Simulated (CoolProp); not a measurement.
Saturated liquid density (kg/m³) of nitrous oxide: the reference equation beside estimates from Tc = 309.5 K, pc = 7.245 MPa, ω = 0.161.

Computed with CoolProp (reference Helmholtz-energy equation of state, Lemmon 2006). It is a short technical equation, of lower accuracy than the large ones.

```csv
T (K),reference,Soave-Redlich-Kwong,Peng-Robinson
217.2,1130,1046,1185
223.4,1109,1025,1161
229.7,1087,1002,___
235.9,1065,___,1109
242.2,1041,952.1,1080
248.5,1017,924.6,1049
254.7,___,895.8,1016
261,964.6,864.5,980.7
```

Question: Complete the blanks.

Answer: 
- 229.7, Peng-Robinson: 1136
- 235.9, Soave-Redlich-Kwong: 977.9
- 254.7, reference: 991.6

Absolute difference from the reference over all 8 rows, mean and median: Soave-Redlich-Kwong 8.6 and 8.4 %, Peng-Robinson 3.7 and 3.9 %.
